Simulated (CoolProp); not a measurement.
A simple Rankine cycle with R1233zd(E): condensing at 318.15 K, boiler at 3.12 MPa, turbine inlet 432.7 K, turbine efficiency 0.65, pump efficiency 0.7, no recuperator. Each further row changes one setting.

Computed with CoolProp (reference Helmholtz-energy equation of state, Akasaka 2022).

| case | thermal efficiency (%) | net work (kJ/kg) | heat in (kJ/kg) | turbine exit temperature (K) | volume ratio over the turbine |
|---|---|---|---|---|---|
| as stated | 11.4 | 26.2 | 230 | 345.0 | 18.7 |
| condensing temperature 310.15 K | 12.2 | 29.4 | 240 | 340.2 | 24.0 |
| boiler pressure 2.18 MPa | 10.8 | 27.7 | 258 | 373.9 | 9.88 |
| turbine efficiency 0.55 | 9.4 | 21.7 | 230 | 350.1 | 19.0 |
